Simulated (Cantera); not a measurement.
A freely propagating, adiabatic, planar premixed flame of C3H8 : O2 : N2 = 1 : 4.55 : 17.1 (molar parts), unburnt at 575 K and 4.34 atm; mixture-averaged transport, grid criteria slope 0.08 and curve 0.16, no radiation.

Computed with Cantera and GRI-Mech 3.0 (53 species, 325 reactions). GRI-Mech 3.0 was tuned for natural gas; its chemistry of propane as a main component is partial and can be far from experiment. Burning velocities carry a grid error of a few per cent, more on coarse grids.

Q: How do the results move with these cheaper or finer settings: unity-Lewis-number transport; multicomponent transport; multicomponent+Soret transport; grid criteria slope 0.5, curve 1; grid criteria slope 0.25, curve 0.5; grid criteria slope 0.03, curve 0.06?

A: 
```tsv
setting	laminar burning velocity	thermal thickness	peak x(O)	peak x(C2H4)	grid points
as above	105 cm/s	0.0768 mm	0.00303	0.0109	155
unity-Lewis-number transport	74.8 cm/s	0.0917 mm	0.00331	0.00669	142
multicomponent transport	105 cm/s	0.0778 mm	0.00303	0.0110	155
multicomponent+Soret transport	103 cm/s	0.0780 mm	0.00304	0.0110	155
grid criteria slope 0.5, curve 1	121 cm/s	0.0861 mm	0.00335	0.0106	40
grid criteria slope 0.25, curve 0.5	109 cm/s	0.0797 mm	0.00312	0.0108	64
grid criteria slope 0.03, curve 0.06	104 cm/s	0.0763 mm	0.00303	0.0110	354
```
The base run took about 6 core-seconds (a rough figure).
Unity Lewis numbers drop preferential diffusion, which matters most where H2 and H carry the flame; Soret adds thermal diffusion.
